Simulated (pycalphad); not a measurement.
An equivalent pycalphad script:

```python
from pycalphad import Database, equilibrium, calculate, variables as v
import numpy as np
db = Database('COST507.tdb')
comps = ['SI', 'FE', 'VA']
phases = ['BCC_B2', 'DIAMOND_A4', 'FCC_A1', 'FE2SI', 'FE5SI3', 'FESI', 'FESI2_H', 'FESI2_L', 'LIQUID']
eq = equilibrium(db, comps, phases, {v.X('FE'): 0.373, v.T: np.arange(2250, 499, -75), v.P: 101325, v.N: 1}, output=['HM', 'SM'])
```

Source of the numbers: pycalphad with the COST 507 light-alloy database (1999); pressure 1 atm. The data set is of 1999 and partly superseded. Phase fractions are per mole of atoms. Diffusion is slow at the low end, where real alloys seldom reach equilibrium.

Results at three of the temperatures:

```
T = 1350.00 K, P = 101325 Pa, N = 1 mol of atoms
G = -81215 J/mol, H = 6251 J/mol, S = 64.79 J/(mol K)  (SER reference)
chemical potentials (J/mol): Si -50576, Fe -132719
phase             fraction      x(Si)      x(Fe)
FESI2_H             0.6350     0.7000     0.3000
FESI                0.3650     0.5000     0.5000
```

```
T = 675.00 K, P = 101325 Pa, N = 1 mol of atoms
G = -45318 J/mol, H = -16880 J/mol, S = 42.13 J/(mol K)  (SER reference)
chemical potentials (J/mol): Si -21878, Fe -84720
phase             fraction      x(Si)      x(Fe)
FESI2_L             0.7620     0.6667     0.3333
FESI                0.2380     0.5000     0.5000
```

```
T = 600.00 K, P = 101325 Pa, N = 1 mol of atoms
G = -42271 J/mol, H = -18835 J/mol, S = 39.06 J/(mol K)  (SER reference)
chemical potentials (J/mol): Si -19635, Fe -80322
phase             fraction      x(Si)      x(Fe)
FESI2_L             0.7620     0.6667     0.3333
FESI                0.2380     0.5000     0.5000
```

Changes of the phase set, refined by bisection:

| T (K) | phases above | phases below |
|---|---|---|
| 1563.8 | LIQUID | FESI + LIQUID |
| 1477.2 | FESI + LIQUID | FESI + FESI2_H |
| 1275.7 | FESI + FESI2_H | FESI + FESI2_L |

Database names, with the compositions (at.%) that they take in these runs: FESI: Si 50 Fe 50; FESI2_H: Si 70 Fe 30; FESI2_L: Si 67 Fe 33.
